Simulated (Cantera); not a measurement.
# Equilibrium for carbothermic reduction: PbO + CO

A closed system holds: 1 mol PbO, 12 mol CO, equilibrated at 1050 K and 1330 Pa.

Method: chemical equilibrium by Gibbs-energy minimisation in Cantera with the NASA 1993 tables (ideal gas, pure condensed phases). Candidate condensed phases: C, Pb, PbO, PbO₂, Pb₃O₄; 15 gas species. The numbers say what is thermodynamically allowed, not how fast it happens.

- x(CO) = 0.913
- x(CO₂) = 0.0830
- x(Pb) = 0.00349
- n(Pb(l)) = 0.958 mol
- gas amount = 12.04 mol
- log10 activity of C(graphite) (absent) = -1.54
- log10 activity of PbO₂(s) (absent) = -17.69
